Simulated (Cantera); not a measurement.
A perfectly stirred reactor is fed with C2H6 : N2 = 1 : 46 (molar parts), at 0.132 atm; it is held at 1800 K, and followed from long to short residence time.

Cantera simulation using GRI-Mech 3.0 (53 species, 325 reactions); the numbers are that mechanism's predictions, not measurements. GRI-Mech 3.0 stops at C3 and has no aromatics, soot or wall deposition, so with more carbon than oxygen in the feed, carbon stays in small species such as C2H2 where larger ones or solid carbon would form.

Q: What does this change do: N2 46 to 86 parts?

A: 
```tsv
quantity	before	after
x(C2H6) at τ = 2.10 s	7.91e-7	4.70e-7
x(CH4) at τ = 2.10 s	0.000628	0.000322
x(C2H4) at τ = 2.10 s	7.83e-6	4.26e-6
x(C2H) at τ = 2.10 s	1.14e-6	8.48e-7
x(H) at τ = 2.10 s	0.000261	0.000197
x(C2H6) at τ = 19.0 ms	6.32e-5	3.86e-5
x(CH4) at τ = 19.0 ms	0.00256	0.00124
x(C2H4) at τ = 19.0 ms	0.000298	0.000191
x(C2H) at τ = 19.0 ms	2.25e-6	1.75e-6
x(H) at τ = 19.0 ms	0.000500	0.000391
```

Q: What does this change do: temperature 1800 to 1873 K?

A: 
| quantity | before | after |
|---|---|---|
| x(C2H6) at τ = 2.10 s | 7.91e-7 | 3.94e-7 |
| x(CH4) at τ = 2.10 s | 0.000628 | 0.000368 |
| x(C2H4) at τ = 2.10 s | 7.83e-6 | 4.18e-6 |
| x(C2H) at τ = 2.10 s | 1.14e-6 | 2.38e-6 |
| x(H) at τ = 2.10 s | 0.000261 | 0.000412 |
| x(C2H6) at τ = 19.0 ms | 6.32e-5 | 3.58e-5 |
| x(CH4) at τ = 19.0 ms | 0.00256 | 0.00198 |
| x(C2H4) at τ = 19.0 ms | 0.000298 | 0.000184 |
| x(C2H) at τ = 19.0 ms | 2.25e-6 | 3.94e-6 |
| x(H) at τ = 19.0 ms | 0.000500 | 0.000654 |
